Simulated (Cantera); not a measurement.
Mixture: CH₄ : C₂H₆ : O₂ : N₂ = 1 : 0.17 : 1.44 : 5.42 (molar parts), equivalence ratio 1.8, at 0.622 atm, adiabatic and at constant pressure. Ignition delay is the time to a rise of 400 K.

Cantera simulation using GRI-Mech 3.0 (53 species, 325 reactions); the numbers are that mechanism's predictions, not measurements.

What does this change do: pressure from 0.622 atm to 1.97 atm?


```csv
quantity,before,after
delay at 1173 K,7.30 ms,3.26 ms
delay at 1323 K,1.45 ms,0.644 ms
delay at 1473 K,0.386 ms,0.176 ms
delay at 1623 K,0.126 ms,55.8 µs
delay at 1773 K,53.2 µs,21.9 µs
apparent activation energy between 1623 and 1773 K,140 kJ/mol,150 kJ/mol
```
